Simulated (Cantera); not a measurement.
Input: 1 mol CH₃SiCl₃, 0.02 mol C₃H₈, 710 mol H₂, at 0.00820 bar.

Cantera equilibrium calculation (NASA polynomials, part measured and part estimated; ideal gas, pure solids and liquids). Candidate condensed phases: C, C₆H₆, C₇H₈, C₈H₁₈, Si, SiC; 109 gas species. The feed counts by its element totals alone. The numbers say what is thermodynamically allowed, not how fast it happens. All values below are at 1698 K.

Base state: H₂ 0.994, HCl 0.00420, H 0.00159, C₂H₂ (acetylene) 4.03e-5 (mole fractions); condensed: SiC(s).

Q: What changes in the equilibrium state with this change: CH₃SiCl₃ replaced by SiHCl₃?

A: 
| species | before | after |
|---|---|---|
| H₂ | 0.994 | 0.994 |
| HCl | 0.00420 | 0.00408 |
| H | 0.00159 | 0.00159 |
| Si | 1.57e-6 | 8.01e-5 |
| SiCl₂ | 1.25e-6 | 6.01e-5 |
| C₂H₂ (acetylene) | 4.03e-5 | 1.54e-8 |
| SiH | 2.21e-7 | 1.13e-5 |
| SiH₂ | 2.72e-7 | 1.39e-5 |
| SiC(s), mol | 0.998 | 0.0595 |
| Si(l), mol | 0 | 0.818 |
Mutual solubility and eutectic melting of coexisting phases are not modelled. Gases not in the tables: Si₂H₆ and higher silanes.
